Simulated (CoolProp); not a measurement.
Hexamethyldisiloxane (MM) along the isobar 10500 kPa: density (kg/m³) from the reference equation and from simpler models built on Tc = 245.6 °C, pc = 1931 kPa, ω = 0.418; each cubic takes its own stable root.

The numbers come from the reference Helmholtz-energy equation of state, Thol 2016 in CoolProp.

```csv
T (°C),phase,reference
-8.75,liquid,806.6
8.65,liquid,790.2
25.95,liquid,773.8
43.25,liquid,757.3
60.65,liquid,740.7
77.95,liquid,724.0
95.25,liquid,707.0
112.55,liquid,689.9
129.95,liquid,672.4
147.25,liquid,654.7
```

Q: How far does each simpler model (van der Waals, Redlich-Kwong, Soave-Redlich-Kwong, Peng-Robinson) lie from the reference over these 10 states: mean and median of the absolute difference, and the worst?

A: 
- van der Waals: mean 35.1 %, median 35.2 %, worst -37.8 % at -8.75 °C and 10500 kPa
- Redlich-Kwong: mean 8.5 %, median 8.4 %, worst -10.1 % at -8.75 °C and 10500 kPa
- Soave-Redlich-Kwong: mean 5.4 %, median 5.2 %, worst -7.6 % at -8.75 °C and 10500 kPa
- Peng-Robinson: mean 6.1 %, median 6.4 %, worst +7.8 % at 147.25 °C and 10500 kPa
